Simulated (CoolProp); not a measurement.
R113 at 335.49 K and 0.0167 MPa is throttled through a valve to 0.000453 MPa with no heat exchange. Each further row changes one setting.

Computed with CoolProp (reference Helmholtz-energy equation of state, Marx 1992).

```csv
case,final density (kg/m³)
as stated,0.0305
outlet pressure 0.000136 MPa,0.00915
outlet pressure 0.000589 MPa,0.0396
```
